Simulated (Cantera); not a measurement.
Cantera run, input and output.

```python
import numpy as np
import cantera as ct

gas = ct.Solution("h2o2.yaml")
gas.TPX = 425, 310000, {'H2': 1, 'O2': 0.781, 'N2': 2.94}
flame = ct.FreeFlame(gas, width=0.018)
flame.set_refine_criteria(ratio=3, slope=0.08, curve=0.16)
flame.transport_model = "mixture-averaged"
flame.solve(loglevel=0, auto=True)
z, T = flame.grid, flame.T
thick = (T[-1] - T[0]) / np.gradient(T, z).max()
show = ['H2', 'O2', 'H2O', 'H2O2', 'OH', 'H']
print(f"laminar burning velocity  {flame.velocity[0] * 100:.3f} cm/s")
print(f"burnt temperature         {T[-1]:.1f} K")
print(f"thermal thickness         {thick * 1e3:.4f} mm")
print(f"grid points               {len(z)}")
z0 = z[flame.heat_release_rate.argmax()]
print(f"{'z/mm':>9s}{'T/K':>9s}{'u/(m/s)':>9s}" + "".join(f"{s:>11s}" for s in show))
rows = []
for k in (-3, -2, -1.5, -1, -0.5, -0.25, 0, 0.25, 0.5, 1, 2, 4, 8):
    zz = z0 + k * thick
    rows.append([k * thick, np.interp(zz, z, T), np.interp(zz, z, flame.velocity),
                 *(np.interp(zz, z, flame.X[gas.species_index(s)]) for s in show)])
    print(f"{rows[-1][0] * 1e3:9.3f}{rows[-1][1]:9.1f}{rows[-1][2]:9.3f}" + "".join(f"{x:11.3e}" for x in rows[-1][3:]))
```

Output:

```
laminar burning velocity  139.587 cm/s
burnt temperature         1969.3 K
thermal thickness         0.1053 mm
grid points               109
     z/mm      T/K  u/(m/s)         H2         O2        H2O       H2O2         OH          H
   -0.316    425.1    1.395  2.109e-01  1.656e-01  2.700e-06  7.262e-09  1.968e-12  1.394e-13
   -0.211    425.5    1.392  2.085e-01  1.661e-01  1.994e-05  6.118e-08  1.717e-11  1.176e-12
   -0.158    427.5    1.391  2.037e-01  1.671e-01  1.296e-04  4.838e-07  1.879e-10  1.066e-11
   -0.105    439.5    1.408  1.896e-01  1.697e-01  1.049e-03  4.731e-06  6.983e-09  3.522e-10
   -0.053    587.0    1.800  1.425e-01  1.716e-01  1.855e-02  8.350e-05  2.604e-05  1.196e-05
   -0.026    899.2    2.694  1.001e-01  1.566e-01  6.181e-02  1.060e-04  5.304e-04  7.489e-04
    0.000   1265.7    3.753  5.665e-02  1.259e-01  1.236e-01  3.119e-05  2.013e-03  3.844e-03
    0.026   1521.9    4.503  2.643e-02  9.638e-02  1.727e-01  6.120e-06  4.935e-03  6.079e-03
    0.053   1669.4    4.933  1.300e-02  8.123e-02  1.967e-01  3.349e-06  7.214e-03  5.493e-03
    0.105   1809.5    5.332  5.797e-03  7.314e-02  2.122e-01  1.796e-06  8.061e-03  2.864e-03
    0.211   1902.5    5.587  2.585e-03  7.124e-02  2.205e-01  9.637e-07  6.349e-03  8.496e-04
    0.421   1947.2    5.705  8.915e-04  7.112e-02  2.251e-01  5.000e-07  3.987e-03  1.648e-04
    0.843   1963.7    5.748  2.822e-04  7.138e-02  2.269e-01  2.667e-07  2.348e-03  3.016e-05
```

Detailed kinetics in Cantera: the H2/O2 subset of GRI-Mech 3.0, which has no nitrogen chemistry. The hydrogen kinetics of GRI-Mech 3.0 are dated; newer H2 mechanisms differ, most at raised pressure. Burning velocities carry a grid error of a few per cent, more on coarse grids. Lean hydrogen flames are cellular in practice and burn faster than this planar one.
